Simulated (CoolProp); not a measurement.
Computed with CoolProp (reference Helmholtz-energy equation of state, Schroeder 2014).

Problem. For ethanol, give the phase and the cp (kJ/(kg K)), isothermal compressibility (1/MPa) at 572.1 K and 41.8 bar; 572.1 K and 125 bar; 572.1 K and 167 bar.

Solution. 
- 572.1 K and 41.8 bar: gas; cp 2.84, isothermal compressibility 0.281
- 572.1 K and 125 bar: supercritical; cp 6.82, isothermal compressibility 0.152
- 572.1 K and 167 bar: supercritical; cp 5.58, isothermal compressibility 0.0464
